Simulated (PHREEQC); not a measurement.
HCl is added in steps, without added water, to 1 kg of water holding 0.0026 mol/kgw FeCl3, 0.016 mol/kgw NiCl2, 0.03 mol/kgw NaH2PO4 and 9.5e-05 mol/kgw Na2SO4, at 25 °C. Oxygen alone is held at its pressure in air (log pO2 = -0.68). No CO2 enters from the air. No solid was allowed to form.

Base run: PHREEQC, ion-association model, wateq4f.dat. Each further column changes one thing. The table gives H3PO4 (mol/kgw).

```tsv
HCl added (mol)	base	NiCl2 from 0.016 to 0.0032 mol/kgw	FeCl3 left out	FeCl3 from 0.0026 to 0.013 mol/kgw	solids may form
0	0.000212	0.000223	9.79e-5	0.000294	0.00363
0.01103	0.00725	0.00741	?	0.00562	0.0101
0.02048	0.0121	0.0124	0.0128	0.00876	?
0.0315	0.0162	0.0165	0.0172	0.0110	0.0176
0.04253	0.0188	0.0191	0.0203	0.0124	?
0.05198	0.0204	0.0206	0.0221	0.0132	0.0210
0.063	0.0216	0.0218	0.0235	0.0139	0.0221
```

Problem. Fill in the missing entries.

Solution. 
- 0.01103, FeCl3 left out: 0.00754
- 0.02048, solids may form: 0.0143
- 0.04253, solids may form: 0.0198

In at least one series the solution becomes supersaturated in solids that the run did not let form, among them Hematite, Strengite. H3PO4, which wateq4f.dat lacks, is added to it with the constant of phreeqc.dat. The database has no phosphate complexes of Ni. Solids allowed in the column 'solids may form': Hematite, Strengite, Ni(OH)2, Ni3(PO4)2, Ni4(OH)6SO4, Jarosite-Na, Halite, Mirabilite, Morenosite.
